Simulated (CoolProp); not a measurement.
The fluid at 490.94 K and 2.8 MPa is throttled through a valve to 1.48 MPa with no heat exchange. The same conditions are run with several fluids, on thermodynamics alone (safety and materials aside).

The numbers come from the reference Helmholtz-energy equation of state of each fluid (R123: Younglove 1994; neopentane: Lemmon 2006; sulfur dioxide: Gao 2016; methanol: de Reuck 1993; R143a: Lemmon and Jacobsen 2000) in CoolProp.

```json
[
 {"fluid": "R123", "temperature change (K)": "-13.6", "final density (kg/m³)": "65.5"},
 {"fluid": "neopentane", "temperature change (K)": "-8.9", "final density (kg/m³)": "30.2"},
 {"fluid": "sulfur dioxide", "temperature change (K)": "-12.0", "final density (kg/m³)": "25.0"},
 {"fluid": "methanol", "temperature change (K)": "-22.3", "final density (kg/m³)": "13.5"},
 {"fluid": "R143a", "temperature change (K)": "-5.8", "final density (kg/m³)": "32.2"}
]
```
